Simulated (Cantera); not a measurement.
Charge: 1 mol Ta(OEt)5, a varied amount of CO2, 28 mol H2, equilibrated at 1100 °C and 2.80 mbar.

Method: chemical equilibrium by Gibbs-energy minimisation in Cantera with the NASA 1993 tables (ideal gas, pure condensed phases). Candidate condensed phases: C, C6H6, C7H8, C8H18, H2O, Ta, TaC, Ta2O5; 113 gas species. The feed counts by its element totals alone. Mutual solubility and eutectic melting of coexisting phases are not modelled. TaC: taken at fixed stoichiometry. Condensed phases not in the tables: Ta2C. Rates play no part.

log p: log10 of the partial pressure in bar; n: condensed amount in mol.

```
n(CO2) (mol)  log p H2  log p CO  log p H2O  log p CO2  log p H  log p CH4  log p C2H2 (acetylene)  n C(graphite)  n TaC(s)  n Ta2O5(s)
------------  --------  --------  ---------  ---------  -------  ---------  ----------------------  -------------  --------  ----------
0.94             -2.62     -3.39      -8.34      -9.43    -6.79      -7.54                   -8.38           3.06      1.00           0
1.4              -2.63     -3.34      -8.30      -9.33    -6.79      -7.56                   -8.39           2.60      1.00           0
2                -2.64     -3.29      -8.26      -9.23    -6.80      -7.58                   -8.40           2.00      1.00           0
2.8              -2.65     -3.24      -8.22        [?]    -6.80      -7.61                   -8.42            [?]      1.00           0
4.1              -2.67       [?]      -5.94        [?]    -6.81      -9.88                     [?]              0     0.979         [?]
5.9              -2.69     -3.11      -5.95      -6.68    -6.82      -9.88                  -12.83              0     0.465       0.268
8.5              -2.73     -3.06      -4.41      -5.06    -6.84     -11.45                    <-14              0         0       0.500
```

**Question.** Complete the blanks.

**Answer.** 
- 4.1, log p CO: -3.16
- 4.1, log p CO2: -6.75
- 4.1, log p C2H2 (acetylene): -12.89
- 4.1, n Ta2O5(s): 0.0107
- 2.8, log p CO2: -9.12
- 2.8, n C(graphite): 1.20
